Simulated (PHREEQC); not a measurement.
## Leach liquor: speciation

Dissolve 84 mmol/kgw H2SO4 and 0.35 mmol/kgw FeSO4 at 25 °C. Closed to the air; pH follows from the charge balance.

Equilibrium calculation in PHREEQC: ion-association model, phreeqc.dat.

Precipitation was switched off in this run.

Q: Estimate the pH.

A: pH 1.08.

Q: In which forms is Fe present?

A: Fe+2 58 %, FeSO4 24 %, FeHSO4+ 18 % of the Fe.

Species that the database lacks are ignored.
